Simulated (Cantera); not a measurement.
An isothermal, constant-pressure homogeneous reactor starts with 0.853 % H2, 94.8 % O2, 4.36 % H2O, equivalence ratio 0.0045, at 1325 K and 0.0267 bar.

Computed with Cantera and the H2/O2 subset of GRI-Mech 3.0, which has no nitrogen chemistry. Radical loss at walls, strong at low pressure, is not modelled.

One state of this run: x H2 = 6.45e-7; x O2 = 0.948; x H2O = 0.0523; x H = 1.16e-7; x HO2 = 4.96e-8; x O = 2.38e-5; x OH = 0.000138. x: mole fraction; the columns are a selection and need not sum to one.

### Question
Which value of t (s) does it belong to?
A) 7.00
B) 1.16
C) 0.00533
D) 2.85

### Answer
B, 1.16
